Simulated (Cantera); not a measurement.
Mixture: 12.2 % CH4, 2.57 % C2H6, 16.8 % O2, 62.9 % N2, 5.51 % H2O, at 0.296 atm, adiabatic and at constant volume. Ignition delay is the time to a rise of 400 K.

Detailed kinetics in Cantera: GRI-Mech 3.0 (53 species, 325 reactions).

**Question.** Predict: delay at 1075 K; delay at 1125 K; delay at 1175 K; delay at 1225 K; delay at 1275 K; delay at 1325 K; delay at 1375 K; apparent activation energy between 1275 and 1375 K.

**Answer.** 
```
Property                                                 Value
--------------------------------------------------  ----------
delay at 1075 K                                        49.6 ms
delay at 1125 K                                        20.2 ms
delay at 1175 K                                        9.69 ms
delay at 1225 K                                        5.36 ms
delay at 1275 K                                        3.23 ms
delay at 1325 K                                        2.03 ms
delay at 1375 K                                        1.30 ms
apparent activation energy between 1275 and 1375 K  130 kJ/mol
```
